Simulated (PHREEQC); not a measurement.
## Acid rinse or clean: speciation

Dissolve 0.0088 mol/kgw H2SO4 and 0.24 mol/kgw CuCl2 at 84 °C. Closed to the air; pH follows from the charge balance.

Equilibrium calculation in PHREEQC: ion-association model, wateq4f.dat.

| Property | Result |
|---|---|
| pH | 1.98 |
| ionic strength | 0.384 mol/kgw |
| activity of water | 0.990 |
| total alkalinity | -17.6 meq/kg |

```
species     molality  activity   log γ
----------  --------  --------  ------
Cl-            0.300     0.189  -0.200
CuCl+          0.150    0.0959  -0.194
Cu+2          0.0725    0.0169  -0.632
CuCl2         0.0152    0.0166   0.038
H+            0.0138    0.0104  -0.124
HSO4-        0.00375   0.00245  -0.184
SO4-2        0.00272  0.000527  -0.712
CuSO4        0.00234   0.00255   0.038
CuCl3-       4.16e-5   2.66e-5  -0.194
CuCl4-2      3.92e-7   7.88e-8  -0.697
Cu2(OH)2+2   6.21e-8   1.50e-8  -0.617
CuOH+        2.51e-8   1.61e-8  -0.194
```

Precipitation was switched off in this run. Away from 25 °C the constants follow the database's enthalpies or fits; those with neither stay at their 25 °C values.
